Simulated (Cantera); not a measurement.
Feed: 1 mol SiC, 0.37 mol C, 0.025 mol H₂, equilibrated at 100000 Pa.

Cantera equilibrium calculation (NASA polynomials, part measured and part estimated; ideal gas, pure solids and liquids). Candidate condensed phases: C, C₆H₆, C₇H₈, C₈H₁₈, Si, SiC; 87 gas species. Gases not in the tables: Si₂H₆ and higher silanes. The numbers say what is thermodynamically allowed, not how fast it happens.

Over these rows the condensed part is C(graphite) + SiC(s). Partial pressures as log10 of bar:

```csv
T (K),1000/T (1/K),log p Si₂C,log p H₂,log p H,log p C₂H₂ (acetylene)
2448,0.4085,-4.07,-0.01,-1.71,-2.08
2523,0.3964,-3.67,-0.02,-1.57,-1.94
2598,0.3849,-3.28,-0.03,-1.43,-1.82
2673,0.3741,?,-0.04,-1.31,-1.71
2748,0.3639,-2.58,-0.05,-1.19,-1.60
2823,0.3542,-2.25,-0.07,-1.09,-1.52
```

Q: Fit log p(Si₂C) = a + b·(1000/T) to the five rows, give the apparent enthalpy, and predict the row at 2673 K.

A: Means: 1000/T = 0.3816, log p = -3.170. Sxy = -0.067624, Sxx = 0.0020176, so b = -33.52 and a = -3.170 − (-33.52)×0.3816 = 9.62.
Apparent enthalpy: −19.145 × (-33.52) = 642 kJ/mol. The condensed phases alone fix this pressure, through 2 SiC(s) = Si₂C(g) + C(graphite), so the slope is that reaction's ΔH° and the other gases don't enter. The five rows lie within 0.01 of the line.
Prediction at 2673 K: 9.62 + (-33.52)×0.3741 = -2.92. The computed value is -2.92, 0.00 from the line.
